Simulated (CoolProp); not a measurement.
cis-2-butene at 298.15 K and 0.447 MPa is throttled through a valve to 0.0716 MPa with no heat exchange. Each further row changes one setting.

Values from CoolProp's reference Helmholtz-energy equation of state, Lemmon 2005. It is a short technical equation, of lower accuracy than the large ones.

```
case                        temperature change (K)                       final phase  final density (kg/m³)
--------------------------  ----------------------  --------------------------------  ---------------------
as stated                               (withheld)                        (withheld)             (withheld)
outlet pressure 0.0215 MPa              (withheld)                        (withheld)             (withheld)
outlet pressure 0.0931 MPa              (withheld)  two-phase, vapour fraction 0.124             (withheld)
```

**Question.** What belongs in the gaps?

**Answer.** 
- as stated, temperature change (K): -30.0
- as stated, final phase: two-phase, vapour fraction 0.156
- as stated, final density (kg/m³): 11.8
- outlet pressure 0.0215 MPa, temperature change (K): -56.0
- outlet pressure 0.0215 MPa, final phase: two-phase, vapour fraction 0.269
- outlet pressure 0.0215 MPa, final density (kg/m³): 2.25
- outlet pressure 0.0931 MPa, temperature change (K): -23.5
- outlet pressure 0.0931 MPa, final density (kg/m³): 18.6
